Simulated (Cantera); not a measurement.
Feed: 1 mol C2H5OH, 0.6 mol H2, a varied amount of CO2, at 1400 K and 70.0 bar.

Equilibrium computed with Cantera from the NASA thermochemical tables; the gas is ideal and each condensed phase is pure. Candidate condensed phases: C, C6H6, C7H8, C8H18, H2O; 110 gas species. The ideal-gas law is rough above about 30 bar. The numbers say what is thermodynamically allowed, not how fast it happens.

x: gas mole fraction; n: condensed amount in mol.

```csv
n(CO2) (mol),x H2,x CO,x H2O,x CH4,x CO2,x C2H4,n C(graphite)
0.03,0.624,0.217,0.0353,0.118,0.00565,5.72e-5,0.660
0.045,0.620,0.222,0.0358,0.116,0.00590,5.65e-5,0.652
0.068,0.614,0.228,0.0366,0.114,0.00627,5.54e-5,0.639
0.1,0.607,0.238,0.0376,0.111,0.00679,5.40e-5,0.622
0.16,0.592,0.255,0.0393,0.106,0.00778,5.15e-5,0.588
0.24,0.574,0.276,0.0413,0.0997,___,4.84e-5,___
0.36,0.549,0.305,0.0436,0.0912,0.0111,4.43e-5,0.470
0.55,0.514,0.345,0.0463,0.0799,0.0143,3.88e-5,0.353
0.83,0.470,0.396,0.0485,0.0668,0.0188,3.24e-5,0.172
1.3,___,0.447,___,___,___,___,0
1.9,0.368,0.467,0.0914,0.0200,0.0535,4.77e-6,0
2.9,0.284,0.476,0.132,0.00656,0.101,8.55e-7,0
```

What belongs in the gaps?


- 0.24, x CO2: 0.00912
- 0.24, n C(graphite): 0.541
- 1.3, x H2: 0.420
- 1.3, x H2O: 0.0606
- 1.3, x CH4: 0.0430
- 1.3, x CO2: 0.0297
- 1.3, x C2H4: 1.69e-5
